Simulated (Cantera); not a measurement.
Input: 1 mol Al2O3, 0.32 mol H2, equilibrated at 1775 °C and 4.20e-5 bar.

Equilibrium computed with Cantera from the NASA thermochemical tables; the gas is ideal and each condensed phase is pure. Candidate condensed phases: Al, Al2O3, H2O; 19 gas species. The tables' values for AlOH are old estimates; treat these amounts as uncertain. Rates play no part.

Q: What is the equilibrium state?

A: 
- x(H2) = 0.700
- x(H) = 0.289
- x(H2O) = 0.00581
- x(Al) = 0.00365
- x(OH) = 0.000261
- x(Al2O) = 0.000256
- x(AlOH) = 0.000170
- x(AlO) = 0.000135
- x(O) = 7.80e-5
- n(Al2O3(s)) = 0.999 mol
- gas amount = 0.3761 mol
- log10 activity of Al(l) (absent) = -4.78
